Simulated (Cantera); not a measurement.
Input: 1 mol TEOS, 11 mol N2O, held at 1600 K and 0.160 bar.

Cantera equilibrium calculation (NASA polynomials, part measured and part estimated; ideal gas, pure solids and liquids). Candidate condensed phases: C, C6H6, C7H8, C8H18, H2O, Si, SiC, SiO2, Si2N2O, Si3N4; 151 gas species. The feed counts by its element totals alone. The tables hold silica as quartz up to 1696 K and as liquid above; real silica turns to tridymite and cristobalite and melts near 1996 K. Gases not in the tables: Si(OH)4. Equilibrium is a limit: real reactors are often held back by kinetics, nucleation or transport.

Base state: N2 0.379, CO 0.231, H2 0.217, H2O 0.127, CO2 0.0450, H 6.34e-5 (mole fractions); condensed: SiO2(β-quartz).

Question: What changes in the equilibrium state with this change: N2O from 11 to 8.8 mol?

Answer: 
```csv
species,before,after
N2,0.379,0.328
H2,0.217,0.293
CO,0.231,0.274
H2O,0.127,0.0797
CO2,0.0450,0.0248
H,6.34e-5,7.36e-5
"SiO2(β-quartz), mol",1.000,1.000
```
